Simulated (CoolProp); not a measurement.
Values from CoolProp's reference Helmholtz-energy equation of state, Outcalt 1996. It is a modified Benedict-Webb-Rubin equation, recast in Helmholtz form.

### Question
For R152A, give the phase and the density (kg/m³), expansivity (1/kK) at 500 K and 4.84 MPa; 500 K and 14.5 MPa.

### Answer
- 500 K and 4.84 MPa: supercritical; density 91.1, expansivity 3.65
- 500 K and 14.5 MPa: supercritical; density 359, expansivity 6.51
